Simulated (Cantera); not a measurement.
## Premixed flame

A freely propagating, adiabatic, planar premixed flame of 12.9 % CH₄, 0.747 % CO, 17.4 % O₂, 65.5 % N₂, 3.48 % H₂O, unburnt at 375 K and 600 Torr; mixture-averaged transport, grid criteria slope 0.08 and curve 0.16, no radiation.

Computed with Cantera and GRI-Mech 3.0 (53 species, 325 reactions). Burning velocities carry a grid error of a few per cent, more on coarse grids.

| z (mm) | T (K) | u (m/s) | x CH₄ | x CO | x O₂ | x CH₂O | x CO₂ | x HCO |
|---|---|---|---|---|---|---|---|---|
| -4.57 | 376 | 0.151 | 0.128 | 0.00745 | 0.173 | 1.55e-7 | 1.04e-6 | <1e-8 |
| -3.04 | 383 | 0.155 | 0.127 | 0.00754 | 0.172 | 2.17e-6 | 1.46e-5 | <1e-8 |
| -2.28 | 406 | 0.165 | 0.124 | 0.00801 | 0.169 | 1.21e-5 | 8.21e-5 | <1e-8 |
| -1.52 | 535 | 0.221 | 0.114 | 0.0116 | 0.158 | 0.000116 | 0.000818 | <1e-8 |
| -0.761 | 989 | 0.418 | 0.0777 | 0.0301 | 0.115 | 0.000695 | 0.00640 | 3.55e-8 |
| -0.381 | 1353 | 0.579 | 0.0459 | 0.0497 | 0.0726 | 0.000777 | 0.0138 | 1.24e-6 |
| 0 | 1687 | 0.730 | 0.0159 | 0.0705 | 0.0280 | 0.000298 | 0.0243 | 4.39e-6 |
| 0.381 | 1839 | 0.798 | 0.00477 | 0.0782 | 0.00715 | 8.26e-5 | 0.0328 | 2.07e-6 |
| 0.761 | 1885 | 0.817 | 0.00239 | 0.0786 | 0.00190 | 2.97e-5 | 0.0375 | 6.46e-7 |
| 1.52 | 1908 | 0.826 | 0.00149 | 0.0775 | 0.000256 | 8.77e-6 | 0.0413 | 1.23e-7 |
| 3.04 | 1914 | 0.829 | 0.00118 | 0.0767 | 1.84e-5 | 3.26e-6 | 0.0435 | 3.05e-8 |
| 6.09 | 1914 | 0.830 | 0.000957 | 0.0768 | 7.26e-7 | 1.94e-6 | 0.0444 | 1.74e-8 |
| 12.2 | 1912 | 0.830 | 0.000675 | 0.0780 | 1.30e-7 | 1.24e-6 | 0.0445 | 1.34e-8 |
x: mole fraction of selected species; z is measured from the peak of heat release.

```json
{
  "laminar_burning_velocity": "15.0 cm/s",
  "thermal_thickness": "1.52 mm",
  "peak x(CH₂O)": "0.000832",
  "peak x(HCO)": "4.39e-6",
  "grid_points": "120"
}
```
